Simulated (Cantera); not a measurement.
A closed system holds: 1 mol Si, 0.76 mol O2, 520 mol H2, equilibrated at 1723.15 K and 10.0 Pa.

These are equilibrium values from Cantera (NASA tables, ideal gas, pure condensed phases), not measurements of a reactor. Candidate condensed phases: H2O, Si, SiO2; 18 gas species. The numbers say what is thermodynamically allowed, not how fast it happens.

Base state: H2 0.979, H 0.0181, SiO 0.00190, H2O 0.000988 (mole fractions); condensed: gas only.

Question: What changes in the equilibrium state with this change: temperature from 1723.15 K to 1450 K?

Answer: 
| species | before | after |
|---|---|---|
| H2 | 0.979 | 0.996 |
| SiO | 0.00190 | 0.00192 |
| H2O | 0.000988 | 0.000998 |
| H | 0.0181 | 0.000944 |

Question: What changes in the equilibrium state with this change: temperature from 1723.15 K to 1873.15 K?

Answer: 
```
species    before     after
-------  --------  --------
H2          0.979     0.935
H          0.0181    0.0625
SiO       0.00190   0.00186
H2O      0.000988  0.000962
```
